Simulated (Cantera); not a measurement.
A perfectly stirred reactor is fed with CO : H₂ : CH₄ : O₂ : N₂ : H₂O = 1 : 0.68 : 0.039 : 1.01 : 3.79 : 0.74 (molar parts), equivalence ratio 0.91, at 390000 Pa; it is adiabatic with a 673 K inlet, and is followed from long to short residence time, starting on the burning branch (τ in s: 0.069, 0.036, 0.019, 0.0099, 0.0052, 0.0027, 0.0014, 0.00074, 0.00039, 0.0002, 0.00011, 5.6e-05).

Model: GRI-Mech 3.0 (53 species, 325 reactions), integrated in Cantera.

Problem. Predict: blow-out, bracketed by the residence times tried; x(CO) at τ = 69.0 ms; x(H₂) at τ = 69.0 ms; x(CH₄) at τ = 69.0 ms; x(NO) at τ = 69.0 ms; x(CO) at τ = 1.40 ms; x(H₂) at τ = 1.40 ms; x(CH₄) at τ = 1.40 ms; x(NO) at τ = 1.40 ms.

Solution. 
- blow-out, bracketed by the residence times tried: burning at 56.0 µs, the shortest tried
- x(CO) at τ = 69.0 ms: 0.0107
- x(H₂) at τ = 69.0 ms: 0.00277
- x(CH₄) at τ = 69.0 ms: 6.06e-8
- x(NO) at τ = 69.0 ms: 0.00356
- x(CO) at τ = 1.40 ms: 0.0169
- x(H₂) at τ = 1.40 ms: 0.00437
- x(CH₄) at τ = 1.40 ms: 2.04e-6
- x(NO) at τ = 1.40 ms: 0.000345
